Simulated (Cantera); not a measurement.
Cantera run:

```python
import numpy as np
import cantera as ct

gas_names = """
    O2 CO
""".split()
cond_names = """
    Ta(cr) TaC(s) Ta2O5(s)
""".split()


# ... load() reads the species with a 1 bar reference pressure and builds the phases ...
species = {s.name: s for s in load("nasa_gas.yaml", gas_names) + load("nasa_condensed.yaml", cond_names)}
T = 1325
g = {n: (s.thermo.h(T) - T * s.thermo.s(T)) / (ct.gas_constant * T * np.log(10)) for n, s in species.items()}
valid = cond_names  # the entries whose range holds T


def stable(la, lb):
    # potentials (over RT ln 10) of the two non-metals from log10 p(O2) and log10 p(CO) in bar
    mu = {}
    mu["O"] = (g["O2"] + la) / 2
    mu["C"] = (g["CO"] + lb - 1 * mu["O"]) / 1
    cost = {}
    for n in valid:
        c = species[n].composition
        cost[n] = (g[n] - sum(c.get(e, 0) * m for e, m in mu.items())) / c["Ta"]
    return min(cost, key=cost.get)


results = []
for lb in [0, -1.5, -3.1, -4.6, -6.2, -7.7, -9.3, -10.8, -12.4, -13.9, -15.5, -17]:
    row = [stable(la, lb) for la in [-32, -30.5, -29.1, -27.6, -26.2, -24.7, -23.3, -21.8, -20.4, -18.9, -17.5, -16, -14.5, -13.1, -11.6, -10.2, -8.7, -7.3, -5.8, -4.4, -2.9, -1.5, 0]]
    results.append(row)
    print(f"{lb:6.1f}  " + " ".join(f"{valid.index(n):x}" for n in row))
print("key: " + ", ".join(f"{i:x} {n}" for i, n in enumerate(valid)))
```

Output:

```
   0.0  1 1 1 1 1 1 1 1 1 1 2 2 2 2 2 2 2 2 2 2 2 2 2
  -1.5  1 1 1 1 1 1 1 1 1 2 2 2 2 2 2 2 2 2 2 2 2 2 2
  -3.1  1 1 1 1 1 1 1 1 1 2 2 2 2 2 2 2 2 2 2 2 2 2 2
  -4.6  1 1 1 1 1 1 1 1 2 2 2 2 2 2 2 2 2 2 2 2 2 2 2
  -6.2  1 1 1 1 1 1 1 2 2 2 2 2 2 2 2 2 2 2 2 2 2 2 2
  -7.7  1 1 1 1 1 1 1 2 2 2 2 2 2 2 2 2 2 2 2 2 2 2 2
  -9.3  1 1 1 1 1 0 0 2 2 2 2 2 2 2 2 2 2 2 2 2 2 2 2
 -10.8  1 1 1 0 0 0 0 2 2 2 2 2 2 2 2 2 2 2 2 2 2 2 2
 -12.4  1 0 0 0 0 0 0 2 2 2 2 2 2 2 2 2 2 2 2 2 2 2 2
 -13.9  0 0 0 0 0 0 0 2 2 2 2 2 2 2 2 2 2 2 2 2 2 2 2
 -15.5  0 0 0 0 0 0 0 2 2 2 2 2 2 2 2 2 2 2 2 2 2 2 2
 -17.0  0 0 0 0 0 0 0 2 2 2 2 2 2 2 2 2 2 2 2 2 2 2 2
key: 0 Ta(cr), 1 TaC(s), 2 Ta2O5(s)
```

Standard-state values (1 bar) from the NASA 1993 polynomials, evaluated with Cantera. TaC: taken at fixed stoichiometry. Not in the tables: Ta2C. Part of the grid cannot be reached: there another gas would pass 10 bar, or a non-metal would condense.
